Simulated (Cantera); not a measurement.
## Thermodynamics of halide evaporation, hydrolysis and transport, feed CuF2 + O2 + N2

Feed: 1 mol CuF2, 0.24 mol O2, 0.99 mol N2, equilibrated at 26.0 mbar.

Equilibrium computed with Cantera from the NASA thermochemical tables; the gas is ideal and each condensed phase is pure. Candidate condensed phases: Cu, CuF2, CuO, Cu2O; 22 gas species. The numbers say what is thermodynamically allowed, not how fast it happens.

From 900 K to 1050 K the condensed part is CuF2(s). From 1125 K to 1350 K the condensed part is CuF2(l). From 1425 K to 1575 K nothing is condensed. The main Cu-bearing gas is CuF2 throughout.

```csv
T (K),x N2,x CuF2,x O2,x CuF,x F,x NO,x O,n CuF2(s),n CuF2(l)
900,0.805,1.54e-5,0.195,6.99e-9,7.12e-9,8.98e-6,1.47e-11,1.000,0
975,0.805,0.000211,0.195,1.47e-7,1.47e-7,2.30e-5,1.98e-10,1.000,0
1050,0.803,0.00195,0.195,1.97e-6,1.97e-6,5.13e-5,1.83e-9,0.998,0
1125,0.795,0.0121,0.193,1.77e-5,1.77e-5,0.000102,1.26e-8,0,0.985
1200,0.770,0.0435,0.187,0.000104,0.000104,0.000182,6.71e-8,0,0.944
1275,0.698,0.132,0.169,0.000487,0.000487,0.000283,2.85e-7,0,0.812
1350,0.521,0.348,0.126,0.00191,0.00191,0.000342,9.30e-7,0,0.336
1425,0.442,0.442,0.107,0.00475,0.00475,0.000444,2.81e-6,0,0
1500,0.439,0.435,0.106,0.00959,0.00959,0.000650,8.20e-6,0,0
1575,0.435,0.422,0.105,0.0180,0.0180,0.000913,2.15e-5,0,0
```
x: gas mole fraction; n: condensed amount in mol.
